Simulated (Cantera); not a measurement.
A Cantera script and what it prints.

```python
import numpy as np
import cantera as ct

gas_names = """
    H HNO HNO2 HNO3 HO2 H2 H2O H2O2 H2S H2SO4 Mg MgH MgN MgO MgOH MgO2H2 MgS Mg2 N NH NH2 NH3 NH2OH NO
    NO2 NO3 N2 N2H2 N2H4 N2O O OH O2 O3 S SH SN SO SO2 SO3 S2 S2O S8
""".split()
cond_names = """
    H2O(s) H2O(L) H2SO4(L) Mg(cr) Mg(L) MgO(s) MgO(L) MgO2H2(s) MgS(s) MgSO4(s) MgSO4(L) S(cr1) S(cr2)
    S(L)
""".split()


def load(file, names, dense=False):
    # The tables refer to 1 bar. Condensed volumes are neglected.
    table = {s.name: s for s in ct.Species.list_from_file(file)}
    out = []
    for n in names:
        d = dict(table[n].input_data)
        d["thermo"] = dict(d["thermo"], **{"reference-pressure": 1e5})
        if dense:
            d["equation-of-state"] = {"model": "constant-volume", "density": "1e6 g/cm^3"}
        out.append(ct.Species.from_dict(d))
    return out


gas = ct.Solution(thermo="ideal-gas", species=load("nasa_gas.yaml", gas_names))
cond = {s.name: ct.Solution(thermo="fixed-stoichiometry", species=[s], name=s.name)
        for s in load("nasa_condensed.yaml", cond_names, dense=True)}
atoms = {
    'MgO': {'Mg': 1, 'O': 1},
    'H2S': {'H': 2, 'S': 1},
    'N2': {'N': 2},
}
top_T = {'MgS(s)': 2250}  # K; cautious upper limits of use, not melting points


def equilibrate(T, P, feed):
    n = {}
    for name, mol in feed.items():
        for a, k in atoms[name].items():
            n[a] = n.get(a, 0.0) + k * mol
    gas.TPX = T, P, n
    mass = sum(n.values()) * gas.mean_molecular_weight
    gas.equilibrate("TP")
    valid = [c for c in cond.values() if c.min_temp <= T <= top_T.get(c.name, c.max_temp)]
    mix = ct.Mixture([(gas, mass / gas.mean_molecular_weight)] + [(c, 0.0) for c in valid])
    mix.T, mix.P = T, P
    mix.equilibrate("TP", solver="vcs", rtol=1e-11, max_steps=5000)
    return mix


results = []
feed = {'MgO': 1, 'H2S': 0.2, 'N2': 10}  # mol
P = 1000  # Pa
for T in [1425, 1475, 1525, 1575, 1625, 1675, 1725]:
    mix = equilibrate(T, P, feed)
    results.append((T, P, feed, dict(zip(mix.species_names, mix.species_moles))))

top = {s: max(r[3][s] / sum(r[3][g] for g in gas_names) for r in results) for s in gas_names}
cols = sorted((s for s in top if top[s] > 0.0001), key=lambda s: -top[s])[:7]
seen = [c for c in cond_names if any(r[3].get(c, 0) > 1e-12 for r in results)]
print("log10 of partial pressures in bar; condensed amounts in mol")
print(f"{'T/K':>10s}" + "".join(f"{s[:9]:>10s}" for s in cols + seen))
for T, P, feed, n in results:
    ng = sum(n[g] for g in gas_names)
    print(f"{T:10.4g}" + "".join(f"{np.log10(max(n[s] / ng * P / 1e5, 1e-99)):10.3f}" for s in cols)
          + "".join(f"{n.get(c, 0):10.4g}" for c in seen))
```

Result:

```
log10 of partial pressures in bar; condensed amounts in mol
       T/K        N2        H2        S2       H2S        Mg       H2O        SH    MgO(s)    MgS(s)
      1425    -2.013    -3.738    -4.041    -5.032    -7.732    -5.892    -5.816    0.9987  0.001314
      1475    -2.013    -3.733    -4.037    -5.138    -7.059    -5.958    -5.719    0.9988  0.001061
      1525    -2.013    -3.730    -4.034    -5.239    -6.431    -6.021    -5.630     0.999 0.0006124
      1575    -2.013    -3.729    -4.032    -5.335    -5.960    -5.965    -5.548    0.9988         0
      1625    -2.013    -3.730    -4.033    -5.429    -5.708    -5.726    -5.473    0.9979         0
      1675    -2.013    -3.732    -4.036    -5.520    -5.469    -5.506    -5.405    0.9964         0
      1725    -2.013    -3.737    -4.040    -5.609    -5.241    -5.304    -5.343    0.9939         0
```

Method: chemical equilibrium by Gibbs-energy minimisation in Cantera with the NASA 1993 tables (ideal gas, pure condensed phases). Mutual solubility and eutectic melting of coexisting phases are not modelled.
